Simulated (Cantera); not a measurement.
A perfectly stirred reactor is fed with NO : N₂ = 1 : 9.5 (molar parts), at 1.01 bar; it is held at 1800 K, and followed from long to short residence time.

Detailed kinetics in Cantera: GRI-Mech 3.0 (53 species, 325 reactions).

x: mole fraction; the columns are a selection and need not sum to one.

```tsv
τ (s)	x NO	x NO₂	x O₂	x N₂O	x O	x N₂
27	0.0456	3.98e-5	0.0248	9.64e-7	1.94e-5	0.930
10	___	___	___	___	___	0.920
3.9	___	___	___	___	___	0.912
1.5	0.0886	3.19e-5	0.00329	3.36e-6	8.12e-6	0.908
0.55	0.0927	2.45e-5	0.00125	3.67e-6	6.01e-6	0.906
0.21	0.0942	2.03e-5	0.000473	3.77e-6	4.95e-6	0.905
0.079	0.0949	1.80e-5	0.000170	3.76e-6	4.39e-6	0.905
0.030	0.0951	1.62e-5	5.75e-5	3.65e-6	3.96e-6	0.905
0.011	0.0952	1.33e-5	1.52e-5	3.33e-6	3.29e-6	0.905
0.0043	0.0952	8.66e-6	2.81e-6	2.73e-6	2.22e-6	0.905
0.0016	0.0952	3.61e-6	2.53e-7	1.81e-6	1.04e-6	0.905
```

Task: What belongs in the gaps?

Result: 
- 10, x NO: 0.0652
- 10, x NO₂: 4.48e-5
- 10, x O₂: 0.0150
- 10, x N₂O: 1.86e-6
- 10, x O: 1.53e-5
- 3.9, x NO: 0.0799
- 3.9, x NO₂: 4.05e-5
- 3.9, x O₂: 0.00761
- 3.9, x N₂O: 2.75e-6
- 3.9, x O: 1.13e-5
